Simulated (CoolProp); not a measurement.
R113 along the isobar 496 kPa: Z from the reference equation and from simpler models built on Tc = 214.1 °C, pc = 3392 kPa, ω = 0.253; each cubic takes its own stable root.

Model: reference Helmholtz-energy equation of state, Marx 1992, in CoolProp.

```tsv
T (°C)	phase	reference
159.65	gas	0.9227
169.25	gas	0.9285
178.85	gas	0.9337
188.45	gas	0.9385
198.05	gas	0.9427
207.65	gas	0.9466
217.25	gas	0.9502
226.85	gas	0.9535
```

Q: How far does each simpler model (Pitzer virial, van der Waals, Redlich-Kwong, Soave-Redlich-Kwong, Peng-Robinson) lie from the reference over these 8 states: mean and median of the absolute difference, and the worst?

A: 
- Pitzer virial: mean 0.0 %, median 0.0 %, worst +0.1 % at 159.65 °C and 496 kPa
- van der Waals: mean 1.0 %, median 1.0 %, worst +1.8 % at 159.65 °C and 496 kPa
- Redlich-Kwong: mean 0.1 %, median 0.1 %, worst +0.4 % at 159.65 °C and 496 kPa
- Soave-Redlich-Kwong: mean 0.1 %, median 0.1 %, worst -0.1 % at 198.05 °C and 496 kPa
- Peng-Robinson: mean 0.7 %, median 0.7 %, worst -0.7 % at 169.25 °C and 496 kPa
